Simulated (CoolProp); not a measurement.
A single-stage vapour-compression cycle with the fluid: evaporating at 323.15 K (dew point), condensing at 366.15 K (bubble point), superheat 0 K, subcooling 5 K, compressor efficiency 0.8, no pressure losses. The same conditions are run with several fluids, on thermodynamics alone (safety and materials aside).

Values from CoolProp's reference Helmholtz-energy equation of state of each fluid (R124: de Vries 1995; R152A: Outcalt 1996; n-perfluorobutane: Gao 2022; R142b: Lemmon 2006; n-perfluorohexane: Gao 2022; trans-2-butene: Lemmon 2005).

Rank R124, R152A, n-perfluorobutane, R142b, n-perfluorohexane, trans-2-butene by cooling COP, highest first.

trans-2-butene (4.89), R142b (4.71), R152A (4.40), R124 (4.34), n-perfluorohexane (4.08), n-perfluorobutane (3.09)

```
fluid              pressure ratio  discharge temperature (K)  refrigerating effect (kJ/kg)  volumetric capacity (kJ/m³)
-----------------  --------------  -------------------------  ----------------------------  ---------------------------
R124                         2.67                      367.8                          81.8                         3920
R152A                        2.60                      380.2                           165                         6110
n-perfluorobutane            2.76                      366.2                          29.9                         1770
R142b                        2.65                      370.4                           128                         3840
n-perfluorohexane            3.75                      366.1                          44.0                          461
trans-2-butene               2.72                      367.0                           254                         2910
```

The compression ends wet for: n-perfluorobutane; n-perfluorohexane.
